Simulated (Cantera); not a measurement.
A perfectly stirred reactor is fed with 1.68 % H2, 98.3 % O2, equivalence ratio 0.0085, at 0.0320 bar; it is held at 1400 K, and followed from long to short residence time.

Model: the H2/O2 subset of GRI-Mech 3.0, which has no nitrogen chemistry, integrated in Cantera. Radical loss at walls, strong at low pressure, is not modelled.

**Question.** Predict: x(H2) at τ = 4.50 s; x(O2) at τ = 4.50 s; x(HO2) at τ = 4.50 s; x(H2O) at τ = 4.50 s; x(H) at τ = 4.50 s; x(H2) at τ = 56.0 ms; x(O2) at τ = 56.0 ms; x(HO2) at τ = 56.0 ms; x(H2O) at τ = 56.0 ms; x(H) at τ = 56.0 ms.

**Answer.** 
| Property | Value |
|---|---|
| x(H2) at τ = 4.50 s | 1.05e-5 |
| x(O2) at τ = 4.50 s | 0.982 |
| x(HO2) at τ = 4.50 s | 2.58e-7 |
| x(H2O) at τ = 4.50 s | 0.0166 |
| x(H) at τ = 4.50 s | 6.94e-6 |
| x(H2) at τ = 56.0 ms | 0.000132 |
| x(O2) at τ = 56.0 ms | 0.975 |
| x(HO2) at τ = 56.0 ms | 1.21e-6 |
| x(H2O) at τ = 56.0 ms | 0.0157 |
| x(H) at τ = 56.0 ms | 0.000293 |
